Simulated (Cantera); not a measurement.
Cantera run, input and output.

```python
import numpy as np
import cantera as ct

gas = ct.Solution("gri30.yaml")
gas.TPX = 625, 23000, {'CH4': 1, 'C2H6': 0.79, 'C3H8': 0.15, 'O2': 5.69, 'N2': 21.4, 'CO2': 0.18}
inlet = ct.Reservoir(gas, clone=True)
gas.equilibrate("HP")  # start burning
reactor = ct.IdealGasConstPressureReactor(gas, energy="on", clone=False)
exhaust = ct.Reservoir(gas, clone=True)
tau = [0.24, 0.099, 0.041, 0.017, 0.0071, 0.0029, 0.0012, 0.0005, 0.00021, 8.6e-05][0]
for a, b in ((inlet, reactor), (reactor, exhaust)):
    ct.MassFlowController(a, b, mdot=lambda t: reactor.mass / tau)
net = ct.ReactorNet([reactor])
show = ['CH4', 'C2H6', 'C3H8', 'O', 'CH2CO', 'NO', 'H2']

rows = []
print(f"{'tau/s':>10s}{'T/K':>9s}" + "".join(f"{s:>11s}" for s in show))
for tau in [0.24, 0.099, 0.041, 0.017, 0.0071, 0.0029, 0.0012, 0.0005, 0.00021, 8.6e-05]:
    net.initial_time = 0.0
    net.advance(30 * tau)
    before = gas.X
    net.advance(40 * tau)
    drift = np.max(np.abs(gas.X - before) / (gas.X + 1e-9))
    rows.append([gas.T, *gas[show].X, drift])
    print(f"{tau:10.3e}{gas.T:9.1f}" + "".join(f"{x:11.3e}" for x in gas[show].X))
```

Result:

```
     tau/s      T/K        CH4       C2H6       C3H8          O      CH2CO         NO         H2
 2.400e-01   2291.8  8.492e-07  8.268e-08  1.775e-08  1.738e-03  6.630e-08  2.536e-03  6.832e-03
 9.900e-02   2263.5  1.763e-06  2.001e-07  4.011e-08  2.166e-03  1.646e-07  1.685e-03  7.691e-03
 4.100e-02   2216.1  3.476e-06  4.769e-07  8.702e-08  2.920e-03  3.938e-07  9.222e-04  9.092e-03
 1.700e-02   2154.3  6.873e-06  1.109e-06  1.851e-07  3.983e-03  8.690e-07  4.345e-04  1.086e-02
 7.100e-03   2088.3  1.410e-05  2.526e-06  3.956e-07  5.177e-03  1.772e-06  2.027e-04  1.263e-02
 2.900e-03   2024.6  3.129e-05  5.925e-06  8.923e-07  6.293e-03  3.607e-06  1.033e-04  1.419e-02
 1.200e-03   1971.1  7.347e-05  1.425e-05  2.103e-06  6.980e-03  7.619e-06  6.142e-05  1.530e-02
 5.000e-04   1924.0  1.883e-04  3.683e-05  5.396e-06  6.877e-03  1.787e-05  4.102e-05  1.605e-02
 2.100e-04   1857.1  6.138e-04  1.200e-04  1.760e-05  5.134e-03  5.342e-05  2.616e-05  1.722e-02
 8.600e-05    625.0  3.423e-02  2.705e-02  5.135e-03  6.083e-26  1.296e-19  2.968e-21  7.324e-18
```

Detailed kinetics in Cantera: GRI-Mech 3.0 (53 species, 325 reactions).
